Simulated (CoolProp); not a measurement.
The fluid at 422.27 K and 0.88 MPa flows at 0.064 m/s in a round tube of 6 mm bore and 15 µm roughness, fully developed (64/Re and Nu = 3.66 if laminar; Colebrook and Gnielinski if turbulent). The same conditions are run with several fluids, on thermodynamics alone (safety and materials aside).

Computed with CoolProp (reference Helmholtz-energy equation of state of each fluid (propane: Lemmon 2009; R404A: Lemmon 2003; dry air: Lemmon 2000; CH2F2 (R32): Tillner-Roth 1997; R410A: Lemmon 2003)). Blends and air are pseudo-pure fits.

### Question
Rank propane, R404A, dry air, CH2F2 (R32), R410A by Reynolds number, highest first.

### Answer
R404A (571), R410A (392), propane (386), CH2F2 (R32) (276), dry air (116)

| fluid | Darcy friction factor | pressure drop (Pa/m) | heat-transfer coefficient (W/(m² K)) | mass flow (kg/h) |
|---|---|---|---|---|
| propane | 0.166 | 0.656 | 21.4 | 0.0755 |
| R404A | 0.112 | 0.978 | 14.2 | 0.166 |
| dry air | 0.554 | 1.37 | 21.4 | 0.0472 |
| CH2F2 (R32) | 0.232 | 1.07 | 16.0 | 0.0876 |
| R410A | 0.163 | 1.05 | 14.1 | 0.122 |

Transport values come from each fluid's own correlations; those of CH2F2 (R32) are estimates that may be off by 10 % or more.
